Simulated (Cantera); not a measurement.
Input: 1 mol Si₂H₆, 3.5 mol NO, 3.3 mol H₂, held at 1348.15 K and 0.400 bar.

These are equilibrium values from Cantera (NASA tables, ideal gas, pure condensed phases), not measurements of a reactor. Candidate condensed phases: H₂O, Si, SiO₂, Si₂N₂O, Si₃N₄; 35 gas species. The feed counts by its element totals alone. Mutual solubility and eutectic melting of coexisting phases are not modelled. The tables hold silica as quartz up to 1696 K and as liquid above; real silica turns to tridymite and cristobalite and melts near 1996 K. Kinetics and transport are ignored.

Base state: H₂ 0.799, N₂ 0.201, H₂O 0.000185, NH₃ 1.32e-5 (mole fractions); condensed: SiO₂(β-quartz) + Si₂N₂O(s).

Problem. What changes in the equilibrium state with this change: Si₂H₆ replaced by SiCl₄?

Solution. 
| species | before | after |
|---|---|---|
| HCl | 0 | 0.547 |
| N₂ | 0.201 | 0.245 |
| H₂O | 0.000185 | 0.189 |
| H₂ | 0.799 | 5.73e-7 |
| O₂ | <1e-9 | 0.0106 |
| Cl₂ | 0 | 0.00554 |
| Cl | 0 | 0.00221 |
| NO | <1e-9 | 6.73e-5 |
| OH | <1e-9 | 1.47e-5 |
| NH₃ | 1.32e-5 | <1e-9 |
| SiO₂(β-quartz), mol | 1.67 | 1.00 |
| Si₂N₂O(s), mol | 0.167 | 0 |
Gases not in the tables: Si(OH)₄. Further candidate phases: NH₄Cl.
